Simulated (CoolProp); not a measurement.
Properties of R21 along the isobar 0.868 MPa.

Computed with CoolProp (reference Helmholtz-energy equation of state, Platzer 1990). This equation is an older, rougher fit.

```csv
T (°C),phase,cp (kJ/(kg K)),cv (kJ/(kg K)),speed of sound (m/s),expansivity (1/kK)
94.65,gas,0.7731,0.6187,166.3,4.356
103.35,gas,0.7666,0.6211,169.8,4.068
112.15,gas,0.7621,0.6241,173.0,3.822
120.95,gas,0.7594,0.6275,176.2,3.612
129.75,gas,0.7579,0.6313,179.2,3.429
138.45,gas,0.7575,0.6352,182.0,3.271
147.25,gas,0.7579,0.6394,184.8,3.129
156.05,gas,0.7589,0.6437,187.4,3.002
164.75,gas,0.7604,0.6480,190.0,2.889
173.55,gas,0.7624,0.6525,192.5,2.785
182.35,gas,0.7646,0.6569,195.0,2.690
191.05,gas,0.7671,0.6614,197.3,2.605
199.85,gas,0.7698,0.6659,199.7,2.525
```
